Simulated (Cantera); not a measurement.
Feed: 1 mol SiHCl₃, 0.24 mol CH₄, 2.3 mol H₂, 0.33 mol C₂H₂, at 0.100 bar.

Method: chemical equilibrium by Gibbs-energy minimisation in Cantera with the NASA 1993 tables (ideal gas, pure condensed phases). Candidate condensed phases: C, C₆H₆, C₇H₈, C₈H₁₈, Si, SiC; 109 gas species. The tables' values for SiCl, SiCl₃ are old estimates; treat these amounts as uncertain. Gases not in the tables: Si₂H₆ and higher silanes. Kinetics and transport are ignored.

Question: At 2423 K, list the 4 most abundant gas species with their mole fractions, and the condensed phases.

Answer: H₂ 0.475, HCl 0.363, SiCl₂ 0.0865, H 0.0386. Condensed: C(graphite) + SiC(s).
